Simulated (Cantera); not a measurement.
An isothermal, constant-pressure homogeneous reactor starts with 73.5 % CH4, 26.5 % H2O, at 2100 K and 3.10 bar.

Computed with Cantera and GRI-Mech 3.0 (53 species, 325 reactions). GRI-Mech 3.0 stops at C3 and has no aromatics, soot or wall deposition, so with more carbon than oxygen in the feed, carbon stays in small species such as C2H2 where larger ones or solid carbon would form.

x: mole fraction; the columns are a selection and need not sum to one.

| t (s) | x CH4 | x H2O | x CH2 | x CO2 | x CH2CO | x CH2O |
|---|---|---|---|---|---|---|
| 2.00e-6 | 0.686 | 0.260 | … | 2.94e-9 | 3.54e-8 | 4.16e-5 |
| 9.28e-6 | 0.434 | 0.227 | … | 2.08e-6 | 2.68e-5 | 0.000102 |
| 4.31e-5 | 0.174 | 0.176 | … | 3.85e-5 | 0.000118 | 2.49e-5 |
| 0.000200 | 0.0549 | 0.146 | … | 0.000344 | 0.000117 | 6.52e-6 |
| 0.000928 | 0.0212 | 0.104 | … | 0.00128 | 7.97e-5 | 1.87e-6 |
| 0.00431 | 0.0127 | 0.0378 | … | 0.00108 | 2.36e-5 | 4.34e-7 |
| 0.0200 | 0.00626 | 0.00147 | … | 5.38e-5 | 1.40e-6 | 1.29e-7 |
| 0.0928 | 0.00581 | 2.35e-6 | 6.60e-7 | 8.53e-8 | 6.04e-7 | 1.24e-7 |
| 0.431 | 0.00581 | 2.35e-6 | 6.60e-7 | 8.53e-8 | 6.04e-7 | 1.24e-7 |
| 2.00 | 0.00581 | 2.35e-6 | 6.60e-7 | 8.53e-8 | 6.04e-7 | 1.24e-7 |

Problem. What belongs in the gaps?

Solution. 
- 2.00e-6, x CH2: 2.47e-5
- 9.28e-6, x CH2: 3.70e-5
- 4.31e-5, x CH2: 1.65e-5
- 0.000200, x CH2: 8.14e-6
- 0.000928, x CH2: 4.39e-6
- 0.00431, x CH2: 2.03e-6
- 0.0200, x CH2: 7.30e-7
